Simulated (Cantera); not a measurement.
Feed: 1 mol trisilylamine, 93 mol N2, held at 1125 °C and 0.0428 Torr.

Method: chemical equilibrium by Gibbs-energy minimisation in Cantera with the NASA 1993 tables (ideal gas, pure condensed phases). Candidate condensed phases: Si, Si3N4; 18 gas species. The feed counts by its element totals alone. Rates play no part.

Base state: N2 0.953, H2 0.0468, H 0.000136 (mole fractions); condensed: Si3N4(s).

**Question.** What changes in the equilibrium state with this change: trisilylamine replaced by Si2Cl6?

**Answer.** 
```tsv
species	before	after
N2	0.953	0.974
SiCl2	0	0.0109
SiCl4	0	0.00606
H2	0.0468	0
Cl	0	0.00488
SiCl3	0	0.00394
H	0.000136	0
Si3N4(s), mol	1.000	0
```
The tables' values for SiCl3 are old estimates; treat these amounts as uncertain.

**Question.** What changes in the equilibrium state with this change: trisilylamine replaced by SiH2Cl2?

**Answer.** 
```json
[
 {"species": "N2", "before": "0.953", "after": "0.979"},
 {"species": "HCl", "before": "0", "after": "0.00813"},
 {"species": "H2", "before": "0.0468", "after": "0.00646"},
 {"species": "SiCl2", "before": "0", "after": "0.00642"},
 {"species": "Cl", "before": "0", "after": "5.22e-5"},
 {"species": "SiCl3", "before": "0", "after": "2.48e-5"},
 {"species": "H", "before": "0.000136", "after": "5.04e-5"},
 {"species": "Si3N4(s), mol", "before": "1.000", "after": "0.130"}
]
```
N2 is the only nitrogen source here; it is nearly inert below about 1500 K, so the nitride shown seldom forms there in practice. The tables' values for SiCl3 are old estimates; treat these amounts as uncertain. Further candidate phases: NH4Cl.
